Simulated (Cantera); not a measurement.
Feed: 1 mol C, 0.96 mol CO2, 89 mol H2, held at 2577 °C and 14.0 bar.

Equilibrium computed with Cantera from the NASA thermochemical tables; the gas is ideal and each condensed phase is pure. Candidate condensed phases: C, C6H6, C7H8, C8H18, H2O; 110 gas species. Equilibrium is a limit: real reactors are often held back by kinetics, nucleation or transport.

Question: What is the equilibrium state?

Answer: 
```
Property                                    Value
--------------------------------------  ---------
x(H2)                                       0.953
x(H)                                       0.0254
x(CO)                                      0.0208
x(C2H2 (acetylene))                      0.000179
x(CH4)                                    8.12e-5
x(H2O)                                    4.60e-5
x(CH3)                                    3.56e-5
x(CH2)                                    2.14e-6
gas amount                              92.08 mol
log10 activity of C(graphite) (absent)      -1.16
```
